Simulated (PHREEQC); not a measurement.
0.023 g of hydrous ferric oxide (600 m²/g; 0.2 weak and 0.005 strong sites per Fe, Dzombak-Morel constants, diffuse double layer) in 1 kg of water with 0.05 mol/kgw of an inert sodium salt, at 25 °C; the pH is set by adding NaOH or the inert anion's acid. Oxygen alone is held at its pressure in air (log pO2 = -0.68). The system is closed to CO2. No solid was allowed to form.

Base run: PHREEQC, ion-association model, wateq4f.dat. Each further column changes one thing. The table gives surface charge σ (C/m²).

```tsv
pH	base	background salt from 0.05 to 0.005 mol/kgw	oxide from 0.023 to 0.11 g/kgw	3e-05 mol/kgw H3BO3 added
3	0.357	0.302	0.357	0.357
3.5	0.335	0.242	0.335	0.335
4.5	0.238	0.131	0.238	0.238
5	0.181	0.090	0.181	0.181
6	0.089	0.037	0.089	0.089
6.5	0.058	0.023	0.058	0.057
7.5	0.017	0.006	0.017	0.017
8	0.003	0.001	0.003	0.003
9	-0.026	-0.009	-0.026	-0.026
9.5	-0.046	-0.018	-0.046	-0.046
10.5	-0.111	-0.050	-0.111	-0.111
11	-0.158	-0.081	-0.158	-0.158
```

The oxide is taken as insoluble; below pH 4 it would dissolve.
